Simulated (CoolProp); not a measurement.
Saturation properties of n-pentane (Tc = 469.7 K, pc = 33.68 bar, ω = 0.251).

The numbers come from the reference Helmholtz-energy equation of state, Thol 2019 in CoolProp.

```json
[
 {"T (K)": "306.1", "p (bar)": "0.9101", "liquid density (kg/m³)": "613.1", "vapour Z": "0.9592", "vapour viscosity (µPa s)": "6.84"},
 {"T (K)": "320.7", "p (bar)": "1.476", "liquid density (kg/m³)": "598.0", "vapour Z": "0.9425", "vapour viscosity (µPa s)": "7.12"},
 {"T (K)": "335.2", "p (bar)": "2.276", "liquid density (kg/m³)": "582.3", "vapour Z": "0.9221", "vapour viscosity (µPa s)": "7.38"},
 {"T (K)": "349.8", "p (bar)": "3.380", "liquid density (kg/m³)": "565.7", "vapour Z": "0.8974", "vapour viscosity (µPa s)": "7.63"},
 {"T (K)": "364.3", "p (bar)": "4.836", "liquid density (kg/m³)": "548.3", "vapour Z": "0.8684", "vapour viscosity (µPa s)": "7.85"},
 {"T (K)": "378.9", "p (bar)": "6.734", "liquid density (kg/m³)": "529.5", "vapour Z": "0.8341", "vapour viscosity (µPa s)": "8.06"},
 {"T (K)": "393.4", "p (bar)": "9.120", "liquid density (kg/m³)": "509.3", "vapour Z": "0.7946", "vapour viscosity (µPa s)": "8.26"},
 {"T (K)": "408", "p (bar)": "12.11", "liquid density (kg/m³)": "486.7", "vapour Z": "0.7482", "vapour viscosity (µPa s)": "8.47"}
]
```

It boils at 309.2 K under 1 atm.

Viscosity comes from a separate model (Quiñones-Cisneros 2006), older than the equation that it now runs on, and unchecked against measurements.
